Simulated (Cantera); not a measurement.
Feed: 1 mol Ta2O5, 0.48 mol H2, 0.59 mol H2O, at 2175 K and 0.000470 bar.

Equilibrium computed with Cantera from the NASA thermochemical tables; the gas is ideal and each condensed phase is pure. Candidate condensed phases: H2O, Ta, Ta2O5; 12 gas species. Equilibrium is a limit: real reactors are often held back by kinetics, nucleation or transport.

Base state: H2O 0.466, H2 0.364, H 0.136, OH 0.0234, O 0.00612, O2 0.00332, TaO2 0.00161 (mole fractions); condensed: Ta2O5(l).

### Question
What changes in the equilibrium state with this change: pressure from 0.000470 bar to 0.0820 bar?

### Answer
```csv
species,before,after
H2O,0.466,0.546
H2,0.364,0.441
H,0.136,0.0113
OH,0.0234,0.00188
TaO2,0.00161,9.37e-6
O2,0.00332,1.77e-5
O,0.00612,3.39e-5
"Ta2O5(l), mol",0.999,1.000
```
